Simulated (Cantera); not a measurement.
A Cantera script and its output.

```python
import numpy as np
import cantera as ct

gas = ct.Solution("gri30.yaml")


def delay(T, t_max=10):
    gas.TPX = T, 500000, {'CH3OH': 1, 'O2': 1.52, 'N2': 4.55}
    reactor = ct.IdealGasReactor(gas, clone=False)
    net = ct.ReactorNet([reactor])
    net.rtol, net.atol = 1e-8, 1e-16
    while net.time < t_max:
        t_old, T_old = net.time, reactor.T
        net.step()
        if reactor.T > T + 400:  # ignition: a rise of 400 K
            return t_old + (T + 400 - T_old) / (reactor.T - T_old) * (net.time - t_old)
    return np.nan


taus = []
for T in [1275, 1375, 1475, 1575, 1675, 1775]:
    taus.append(delay(T))
    print(f"T0 = {T:6g} K   tau = {taus[-1]:.4e} s")
```

Output:

```
T0 =   1275 K   tau = 7.0925e-04 s
T0 =   1375 K   tau = 1.8355e-04 s
T0 =   1475 K   tau = 5.9167e-05 s
T0 =   1575 K   tau = 2.2866e-05 s
T0 =   1675 K   tau = 1.0187e-05 s
T0 =   1775 K   tau = 5.0589e-06 s
```

Cantera simulation using GRI-Mech 3.0 (53 species, 325 reactions); the numbers are that mechanism's predictions, not measurements. GRI-Mech 3.0 was tuned for natural gas; its chemistry of methanol as a main component is partial and can be far from experiment.
